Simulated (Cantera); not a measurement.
Charge: 1 mol SiO2, 1.8 mol HF, 58 mol N2, at 0.133 bar.

Method: chemical equilibrium by Gibbs-energy minimisation in Cantera with the NASA 1993 tables (ideal gas, pure condensed phases). Candidate condensed phases: H2O, Si, SiO2, Si2N2O, Si3N4; 58 gas species. The tables hold silica as quartz up to 1696 K and as liquid above; real silica turns to tridymite and cristobalite and melts near 1996 K. Kinetics and transport are ignored. All values below are at 1398 K.

Base state: N2 0.971, HF 0.0255, H2O 0.00232, SiF4 0.00116 (mole fractions); condensed: SiO2(β-quartz).

Problem. What changes in the equilibrium state with this change: N2 from 58 to 0.61 mol?

Solution. 
| species | before | after |
|---|---|---|
| HF | 0.0255 | 0.531 |
| N2 | 0.971 | 0.270 |
| H2O | 0.00232 | 0.133 |
| SiF4 | 0.00116 | 0.0664 |
| O2 | 7.61e-7 | 1.65e-5 |
| H2 | 3.19e-6 | 3.93e-5 |
| SiO2(β-quartz), mol | 0.931 | 0.850 |
Gases not in the tables: Si(OH)4.
